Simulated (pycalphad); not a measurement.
CALPHAD calculation (pycalphad, COST 507 light-alloy database (1999)), 1 atm. The data set is of 1999 and partly superseded. Amounts are mole fractions of atoms. Diffusion is slow at the low end, where real alloys seldom reach equilibrium.

**Question.** Give the equilibrium state of Ti-0.8071Hf-1.068B (wt.%) at 1730 K.

**Answer.** 
```
T = 1730.00 K, P = 101325 Pa, N = 1 mol of atoms
G = -106427 J/mol, H = 39902 J/mol, S = 84.58 J/(mol K)  (SER reference)
chemical potentials (J/mol): Ti -101639, Hf -216988, B -200678
phase             fraction      x(Ti)      x(Hf)       x(B)
BCC_A2              0.9120     0.9956     0.0023     0.0021
BM                  0.0880     0.4998   0.000205     0.5000
```

**Question.** Give the equilibrium state of Ti-0.8071Hf-1.068B (wt.%) at 770 K.

**Answer.** hcp, fraction 0.909, with 0.85 Hf, 0.01 B wt.%; BM, fraction 0.091, with 0.05 Hf, 18.4 B wt.%.

Database names, with the compositions (at.%) that they take in these runs: BM: Ti 50 B 50. BCC_A2 is bcc.
